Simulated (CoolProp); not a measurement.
Octamethylcyclotetrasiloxane (D4) along the isotherm 620 K: density (kg/m³) from the reference equation and from simpler models built on Tc = 586.5 K, pc = 1.347 MPa, ω = 0.598; each cubic takes its own stable root.

Model: reference Helmholtz-energy equation of state, Thol 2015, in CoolProp.

```csv
p (MPa),phase,reference
0.00639,gas,0.3682
0.00964,gas,0.5558
0.0145,gas,0.8369
0.0219,gas,1.266
0.0331,gas,1.918
0.0499,gas,2.902
0.0753,gas,4.403
0.114,gas,6.723
0.171,gas,10.22
0.259,gas,15.79
0.39,gas,24.57
0.589,gas,39.17
0.888,gas,64.93
1.34,gas,118.8
2.02,supercritical,294.6
```

**Question.** How far does each simpler model (ideal gas, Redlich-Kwong) lie from the reference over these 15 states: mean and median of the absolute difference, and the worst?

**Answer.** 
- ideal gas: mean 10.4 %, median 2.4 %, worst -60.6 % at 620 K and 2.02 MPa
- Redlich-Kwong: mean 0.9 %, median 0.0 %, worst +8.4 % at 620 K and 2.02 MPa
